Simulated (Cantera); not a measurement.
# Equilibrium for silicon carbide growth: CH3SiCl3 + C2H4 + H2

Input: 1 mol CH3SiCl3, 0.13 mol C2H4, 650 mol H2, at 1323.15 K and 10.0 Torr.

Method: chemical equilibrium by Gibbs-energy minimisation in Cantera with the NASA 1993 tables (ideal gas, pure condensed phases). Candidate condensed phases: C, C6H6, C7H8, C8H18, Si, SiC; 109 gas species. The feed counts by its element totals alone. Rates play no part.

```yaml
x(H2): 0.995
x(HCl): 0.00459
x(CH4): 8.97e-5
x(H): 1.37e-5
n(C(graphite)): 0.200 mol
n(SiC(s)): 1.000 mol
gas_amount: 653.2 mol
log10 activity of Si(s) (absent): -2.48
```
